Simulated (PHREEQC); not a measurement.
Dissolve 0.25 mol HF, 5.7e-05 mol H2SiF6 and 0.0016 mol H3PO4 per kg of water at 25 °C. Closed to the air; pH follows from the charge balance.

All values are PHREEQC results (ion-association model, phreeqc.dat), not measurements.

Each row changes one thing in this solution. Precipitation was switched off in this run.

```tsv
case	pH	ionic strength (mol/kgw)	F- (mol/kgw)	HF2- (mol/kgw)	H3PO4 (mol/kgw)	H2PO4- (mol/kgw)
as made	1.77	0.0193	0.0100	0.00858	0.00110	0.000500
H3PO4 from 0.0016 to 0.0008 mol/kgw	1.77	0.0191	0.0101	0.00862	0.000549	0.000251
temperature from 25 to 35 °C	1.80	0.0179	0.00901	0.00828	0.00112	0.000484
H3PO4 replaced by Na3PO4 at the same molality	1.82	0.0217	0.0114	0.00959	0.00105	0.000550
H3PO4 replaced by K3PO4 at the same molality	1.82	0.0217	0.0114	0.00960	0.00105	0.000550
H2SiF6 left out	1.77	0.0192	0.0101	0.00860	0.00110	0.000501
```

SiF6-2 is the database's only silicon fluoride.
